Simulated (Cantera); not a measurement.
A freely propagating, adiabatic, planar premixed flame of 4.03 % C3H8, 20.2 % O2, 75.8 % N2, equivalence ratio 1.0, unburnt at 600 K and 6.42 atm; mixture-averaged transport, grid criteria slope 0.08 and curve 0.16, no radiation.

Model: GRI-Mech 3.0 (53 species, 325 reactions), integrated in Cantera. GRI-Mech 3.0 was tuned for natural gas; its chemistry of propane as a main component is partial and can be far from experiment. Burning velocities carry a grid error of a few per cent, more on coarse grids.

x: mole fraction of selected species; z is measured from the peak of heat release.

```csv
z (mm),T (K),u (m/s),x C3H8,x O2,x C2H,x H2,x CH2CO,x CH3
-0.174,600,0.989,0.0403,0.201,<1e-8,0.000885,(withheld),<1e-8
-0.116,602,0.994,0.0402,0.201,<1e-8,0.00242,(withheld),1.40e-8
-0.0868,609,1.01,0.0401,0.200,<1e-8,0.00421,(withheld),7.38e-8
-0.0578,658,1.09,0.0395,0.194,<1e-8,0.00763,(withheld),1.33e-6
-0.0289,991,1.69,0.0305,0.159,<1e-8,0.0133,(withheld),0.000204
-0.0145,1400,2.46,0.0122,0.115,3.27e-8,0.0164,0.00133,0.00133
0,1823,3.26,0.000406,0.0662,2.16e-6,0.0162,0.00143,0.00128
0.0145,2030,3.63,3.12e-7,0.0385,1.91e-6,0.0121,(withheld),0.000173
0.0289,2114,3.76,<1e-8,0.0275,1.33e-7,0.00990,(withheld),1.13e-5
0.0578,2210,3.90,<1e-8,0.0202,<1e-8,0.00884,(withheld),5.22e-8
0.116,2309,4.05,<1e-8,0.0153,<1e-8,0.00753,<1e-8,<1e-8
0.231,2390,4.17,<1e-8,0.0116,<1e-8,0.00586,<1e-8,<1e-8
0.463,2444,4.25,<1e-8,0.00895,<1e-8,0.00460,<1e-8,<1e-8
```

Problem. Fill in the missing entries.

Solution. 
- -0.174, x CH2CO: 1.73e-8
- -0.116, x CH2CO: 3.13e-7
- -0.0868, x CH2CO: 2.14e-6
- -0.0578, x CH2CO: 2.67e-5
- -0.0289, x CH2CO: 0.000431
- 0.0145, x CH2CO: 0.000260
- 0.0289, x CH2CO: 1.76e-5
- 0.0578, x CH2CO: 7.68e-8
